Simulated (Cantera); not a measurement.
A freely propagating, adiabatic, planar premixed flame of H2 : O2 : N2 : H2O = 1 : 0.98 : 3.14 : 0.12 (molar parts), unburnt at 448 K and 3750 Torr; mixture-averaged transport, grid criteria slope 0.08 and curve 0.16, no radiation.

Cantera simulation using the H2/O2 subset of GRI-Mech 3.0, which has no nitrogen chemistry; the numbers are that mechanism's predictions, not measurements. The hydrogen kinetics of GRI-Mech 3.0 are dated; newer H2 mechanisms differ, most at raised pressure. Burning velocities carry a grid error of a few per cent, more on coarse grids. Lean hydrogen flames are cellular in practice and burn faster than this planar one.

x: mole fraction of selected species; z is measured from the peak of heat release.

```tsv
z (mm)	T (K)	u (m/s)	x H2	x O2	x H2O2	x H	x H2O	x O
-0.256	449	0.691	0.186	0.188	8.84e-8	<1e-8	0.0231	<1e-8
-0.170	453	0.690	0.176	0.190	1.33e-6	<1e-8	0.0238	<1e-8
-0.128	465	0.698	0.163	0.193	6.29e-6	<1e-8	0.0257	<1e-8
-0.0852	519	0.759	0.135	0.196	4.01e-5	<1e-8	0.0345	3.64e-8
-0.0426	783	1.11	0.0845	0.186	0.000207	4.39e-6	0.0764	6.74e-6
-0.0213	1090	1.53	0.0540	0.166	0.000211	0.000222	0.122	0.000171
0	1409	1.97	0.0269	0.138	2.66e-5	0.00110	0.171	0.00110
0.0213	1610	2.25	0.0110	0.118	4.67e-6	0.00137	0.202	0.00190
0.0426	1711	2.39	?	0.110	?	?	0.216	0.00176
0.0852	1788	2.50	0.00141	0.106	1.59e-6	0.000266	0.224	0.000887
0.170	1820	2.54	0.000328	0.106	6.97e-7	3.59e-5	0.227	0.000248
0.341	1830	2.55	7.22e-5	0.106	2.97e-7	4.49e-6	0.228	6.50e-5
0.681	1832	2.56	?	0.106	?	?	0.228	?
```

Problem. What belongs in the gaps?

Solution. 
- 0.0426, x H2: 0.00475
- 0.0426, x H2O2: 2.92e-6
- 0.0426, x H: 0.000911
- 0.681, x H2: 2.88e-5
- 0.681, x H2O2: 1.88e-7
- 0.681, x H: 1.36e-6
- 0.681, x O: 2.96e-5
